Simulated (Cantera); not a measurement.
## Ignition delay

Mixture: CH₄ : O₂ : N₂ = 1 : 2.5 : 9.4 (molar parts), at 2.40 bar, adiabatic and at constant pressure. Ignition delay is the time to a rise of 400 K.

Model: GRI-Mech 3.0 (53 species, 325 reactions), integrated in Cantera.

```tsv
T0 (K)	delay (ms)
1000	378
1075	113
1150	37.2
1225	13.2
1300	5.08
1375	2.09
1450	0.916
```

```
Item                                                     Value
--------------------------------------------------  ----------
apparent activation energy between 1300 and 1450 K  180 kJ/mol
```
